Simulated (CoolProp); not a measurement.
Model: reference Helmholtz-energy equation of state, Penoncello 2003, in CoolProp.

Question: For CHF3 (R23), give the phase and the conductivity (mW/(m K)), Prandtl number at -68.15 °C and 0.101 MPa; -38.15 °C and 0.101 MPa.

Answer: 
- -68.15 °C and 0.101 MPa: gas; conductivity 8.65, Prandtl number 0.780
- -38.15 °C and 0.101 MPa: gas; conductivity 10.2, Prandtl number 0.762

Viscosity comes from a separate model (Shan 2000). Thermal conductivity comes from a separate model (Shan 2000).
